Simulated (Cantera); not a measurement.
# Ignition delay

Mixture: CH4 : H2 : O2 : N2 : H2O = 1 : 0.05 : 0.964 : 3.63 : 3.7 (molar parts), equivalence ratio 2.1, at 2300000 Pa, adiabatic and at constant pressure. Ignition delay is the time to a rise of 400 K.

Model: GRI-Mech 3.0 (53 species, 325 reactions), integrated in Cantera. The pressure lies above the range GRI-Mech 3.0 was tuned for (to about 10 atm).

| T0 (K) | delay (ms) |
|---|---|
| 1200 | 1.24 |
| 1275 | 0.701 |
| 1350 | 0.422 |
| 1425 | 0.259 |
| 1500 | 0.155 |
| 1575 | 0.0896 |

```
Item                                                     Value
--------------------------------------------------  ----------
apparent activation energy between 1425 and 1575 K  130 kJ/mol
```
